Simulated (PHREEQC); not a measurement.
Solution (20 °C and 10 atm): 68 mmol/kgw Al2(SO4)3, 0.032 mmol/kgw ZnCl2 and 0.37 mmol/kgw HCl. Closed to the air; pH follows from the charge balance.

All values are PHREEQC results (ion-association model, phreeqc.dat), not measurements.

This is a speciation only: nothing precipitates in the calculation.

Task: Order these S species by the share of S that they hold, largest first: SO4-2, HSO4-, Al(SO4)2-, AlSO4+.

Result: AlSO4+ (43 %), Al(SO4)2- (35 %), SO4-2 (22 %), HSO4- (0.15 %)

Task: Order these Al species by the share of Al that they hold, largest first: AlOH+2, AlSO4+, Al(SO4)2-, Al+3.

Result: AlSO4+ (64 %), Al(SO4)2- (26 %), Al+3 (9.4 %), AlOH+2 (0.14 %)

The pH is 3.69 and the ionic strength 0.210 mol/kgw. Species that the database lacks are ignored.
